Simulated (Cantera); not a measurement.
A closed system holds: 1 mol C2H6, 4.1 mol CO2, 48 mol H2, 1.9 mol H2O, at 548.15 K and 1.60 mbar.

These are equilibrium values from Cantera (NASA tables, ideal gas, pure condensed phases), not measurements of a reactor. Candidate condensed phases: C, C6H6, C7H8, C8H18, H2O; 110 gas species. Kinetics and transport are ignored.

Question: What is the equilibrium state?

Answer: 
```
Property                                   Result
--------------------------------------  ---------
x(H2)                                       0.668
x(H2O)                                      0.203
x(CH4)                                      0.124
x(CO2)                                    0.00506
x(CO)                                    0.000280
gas amount                              47.31 mol
log10 activity of C(graphite) (absent)      -0.41
```
